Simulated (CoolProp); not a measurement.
Oxygen at several states: Z from the reference equation and from simpler models built on Tc = -118.6 °C, pc = 50.46 bar, ω = 0.022; each cubic takes its own stable root.

Model: reference Helmholtz-energy equation of state, Schmidt 1985, in CoolProp. Above 300 K oxygen's equation is extrapolated.

```csv
T (°C),p (bar),phase,reference
-58.15,46.9,gas,0.8887
-137.35,64.6,liquid,0.2044
116.95,2.76,gas,0.9999
219.85,284,supercritical,1.081
-121.55,15.5,gas,0.8814
-174.75,84.1,liquid,0.2937
```

**Question.** How far does each simpler model (van der Waals, Redlich-Kwong, Soave-Redlich-Kwong) lie from the reference over these 6 states: mean and median of the absolute difference, and the worst?

**Answer.** 
- van der Waals: mean 15.1 %, median 2.6 %, worst +42.8 % at -174.75 °C and 84.1 bar
- Redlich-Kwong: mean 1.4 %, median 0.7 %, worst +4.7 % at -137.35 °C and 64.6 bar
- Soave-Redlich-Kwong: mean 1.1 %, median 0.2 %, worst +4.9 % at -137.35 °C and 64.6 bar
